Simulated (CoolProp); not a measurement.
Vapour-liquid equilibrium of R152A (1) + n-butane (2) at 0.225 MPa; x and y are mole fractions of (1).

Model: multi-fluid Helmholtz-energy mixture model, Outcalt 1996 and Bücker 2006; pair parameters Bell 2016, in CoolProp.

```csv
x,bubble temperature (°C),y at the bubble point,dew temperature at overall composition x (°C),liquid density (mol/L)
0.05,12.7,0.295,21.0,10.20
0.15,2.7,0.535,17.8,10.64
0.25,-1.5,0.624,14.3,11.00
0.35,-3.5,0.668,10.5,11.35
0.45,-4.5,0.695,6.5,11.73
0.55,-5.2,0.718,2.0,12.14
0.65,-5.7,0.743,-2.7,12.60
0.75,-6.0,0.777,-5.8,13.13
0.85,-6.0,0.831,-5.9,13.71
0.95,-5.3,0.925,-5.0,14.34
```

y crosses x between x = 0.75 and 0.85: the model has an azeotrope there.

Pair parameters are fitted to limited data, so mixtures are less certain than the pure fluids. With so large a gap from Raoult's law the liquid may split in two, which this calculation doesn't test in full.
